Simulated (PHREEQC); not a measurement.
0.14 g of hydrous ferric oxide (600 m²/g; 0.2 weak and 0.005 strong sites per Fe, Dzombak-Morel constants, diffuse double layer) in 1 kg of water with 0.001 mol/kgw of an inert sodium salt and 0.0087 mmol/kgw NiCl2, at 25 °C; the pH is set by adding NaOH or the inert anion's acid. O2 is buffered at 0.21 atm. No CO2 enters from the air. No solid was allowed to form.

The series has 13 steps of pH, from 4 to 10.

The numbers come from PHREEQC with the ion-association model, wateq4f.dat.

Near which pH is half of the Ni sorbed, and on which side is more sorbed?

Near pH 6.6, with more sorbed at higher pH.
